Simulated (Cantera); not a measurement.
## Ammonia decomposition in nitride growth gas

An isothermal, constant-pressure homogeneous reactor starts with 0.763 % NH₃, 99.2 % N₂, at 1375 K and 750 Torr.

Model: the gas-phase N/H chemistry of the illustrative SiF4/NH3 mechanism in the Surface Chemkin manual (1991), integrated in Cantera. Walls and surfaces, which speed up NH3 decomposition in real reactors, are not modelled.

| t (s) | x NH₃ | x H₂ | x N | x NH | x H |
|---|---|---|---|---|---|
| 3.00e-6 | 0.00763 | <1e-12 | <1e-12 | <1e-12 | 1.06e-11 |
| 1.45e-5 | 0.00763 | 1.09e-11 | <1e-12 | <1e-12 | 4.30e-11 |
| 7.00e-5 | 0.00763 | 1.58e-10 | <1e-12 | <1e-12 | 1.03e-10 |
| 0.000338 | 0.00763 | 1.14e-9 | <1e-12 | <1e-12 | 1.14e-10 |
| 0.00163 | 0.00763 | 5.96e-9 | <1e-12 | <1e-12 | 1.14e-10 |
| 0.00788 | 0.00763 | 2.93e-8 | <1e-12 | 1.09e-11 | 1.16e-10 |
| 0.0381 | 0.00763 | 1.57e-7 | <1e-12 | 3.32e-10 | 1.44e-10 |
| 0.184 | 0.00763 | 2.55e-6 | 3.25e-12 | 3.12e-9 | 1.02e-9 |
| 0.888 | 0.00758 | 7.36e-5 | 7.85e-11 | 9.68e-9 | 1.47e-8 |
| 4.29 | 0.00738 | 0.000381 | 4.02e-10 | 1.25e-8 | 4.79e-8 |
| 20.7 | 0.00685 | 0.00117 | 6.74e-10 | 9.99e-9 | 1.00e-7 |
| 100 | 0.00580 | 0.00274 | 4.64e-10 | 5.59e-9 | 1.70e-7 |
x: mole fraction; the columns are a selection and need not sum to one.

Equilibrium at this temperature and pressure: NH₃ 1.11e-7, H₂ 0.0114, N <1e-12, NH <1e-12, H 3.68e-7 (gas phase only).
